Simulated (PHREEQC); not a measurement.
## Hard or scaling water: an equilibrium model

Solution (20 °C): 0.00038 mol/kgw CaSO4, 0.089 mol/kgw Na2HPO4 and 0.00064 mol/kgw NaCl. Closed to the air; pH follows from the charge balance.

The numbers come from PHREEQC with the ion-association model, phreeqc.dat.

Each row changes one thing in this solution. No solid was allowed to form.

| case | pH | ionic strength (mol/kgw) | Na+ (mol/kgw) |
|---|---|---|---|
| as made | 9.01 | 0.253 | 0.171 |
| NaCl from 0.00064 to 0.00032 mol/kgw | 9.01 | 0.252 | 0.171 |
| diluted 5-fold with water | ? | 0.0524 | 0.0352 |
| CaSO4 left out | 9.17 | 0.253 | 0.171 |
| temperature from 20 to 45 °C | 8.85 | 0.253 | 0.171 |
| diluted 100-fold with water | ? | 0.00267 | 0.00178 |
| NaCl from 0.00064 to 0.000704 mol/kgw | 9.01 | 0.253 | 0.171 |
| Na2HPO4 replaced by NaNO3 at the same molality | 7.07 | 0.0910 | ? |
| NaCl replaced by NaHF2 at the same molality | 8.71 | 0.252 | 0.171 |

**Question.** What belongs in the gaps?

**Answer.** 
- diluted 5-fold with water, pH: 9.20
- diluted 100-fold with water, pH: 9.07
- Na2HPO4 replaced by NaNO3 at the same molality, Na+ (mol/kgw): 0.0896

Complexes and solids missing from the database can't appear. Some of these states are supersaturated (in Hydroxyapatite, for instance). Constants without temperature data keep their 25 °C values here.
